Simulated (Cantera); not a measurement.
Transport properties of process gases

Gas mixture: N₂ : NO : N₂O = 0.4 : 0.16 : 0.18 (molar parts), at 0.000118 atm, frozen composition.

Cantera's kinetic-theory transport with the Lennard-Jones parameters of GRI-Mech 3.0, ideal gas; thermal conductivity in the multicomponent form. The composition is frozen, though it would react at the higher temperatures.

| T (K) | ρ (kg/m³) | cp (J/kg/K) | μ (µPa s) | λ (mW/m/K) | Pr | D (cm²/s) H₂O | D (cm²/s) O | D (cm²/s) H |
|---|---|---|---|---|---|---|---|---|
| 400 | 0.000117 | 1012 | 21.7 | 30.7 | 0.713 | 3070 | 4220 | 16300 |
| 650 | 7.18e-5 | 1092 | 30.9 | 47.1 | 0.717 | 7620 | 9660 | 37900 |
| 900 | 5.19e-5 | 1167 | 38.7 | 62.8 | 0.719 | 13700 | 16700 | 65800 |
| 1150 | 4.06e-5 | 1217 | 45.5 | 77.1 | 0.719 | 21000 | 25100 | 99300 |
| 1400 | 3.33e-5 | 1253 | 51.9 | 90.4 | 0.718 | 29400 | 34800 | 138000 |
| 1650 | 2.83e-5 | 1280 | 57.7 | 103 | 0.718 | 38900 | 45800 | 181000 |
| 1900 | 2.46e-5 | 1301 | 63.3 | 115 | 0.718 | 49400 | 57800 | 229000 |
D: mixture-averaged diffusion coefficient of that species in the mixture.
